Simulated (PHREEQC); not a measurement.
**Alkaline etch or developer: speciation**

Dissolve 3.6 mmol/kgw LiOH and 0.086 mmol/kgw H3BO3 at 67 °C. Closed to the air; pH follows from the charge balance.

All values are PHREEQC results (ion-association model, phreeqc.dat), not measurements.

Each row changes one thing in this solution. Precipitation was switched off in this run.

| case | pH | ionic strength (mol/kgw) |
|---|---|---|
| as made | 10.37 | 0.00360 |
| LiOH from 0.0036 to 0.018 mol/kgw | ? | 0.0180 |
| diluted 100-fold with water | 8.41 | ? |
| H3BO3 from 8.6e-05 to 4.3e-05 mol/kgw | 10.38 | 0.00360 |
| temperature from 67 to 15 °C | ? | 0.00360 |
| LiOH replaced by Li2CO3 at the same molality | ? | 0.00907 |
| H3BO3 left out | 10.38 | 0.00360 |
| H3BO3 from 8.6e-05 to 0.000129 mol/kgw | 10.37 | 0.00360 |
| LiOH replaced by Li2SO4 at the same molality | 6.42 | 0.0107 |

### Question
Complete the blanks.

### Answer

- LiOH from 0.0036 to 0.018 mol/kgw, pH: 11.05
- diluted 100-fold with water, ionic strength (mol/kgw): 3.60e-5
- temperature from 67 to 15 °C, pH: 11.86
- LiOH replaced by Li2CO3 at the same molality, pH: 10.03

Away from 25 °C the constants follow the database's enthalpies or fits; those with neither stay at their 25 °C values.
